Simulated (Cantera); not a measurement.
Ignition delay

Mixture: CH4 : CO : O2 : N2 = 1 : 1.5 : 2.12 : 7.95 (molar parts), at 1.00 bar, adiabatic and at constant pressure. Ignition delay is the time to a rise of 400 K.

Model: GRI-Mech 3.0 (53 species, 325 reactions), integrated in Cantera.

```tsv
T0 (K)	delay (ms)
1150	178
1225	52.1
1300	16.8
1375	5.92
1450	2.32
1525	1.02
```

```yaml
apparent activation energy between 1375 and 1525 K: 200 kJ/mol
```
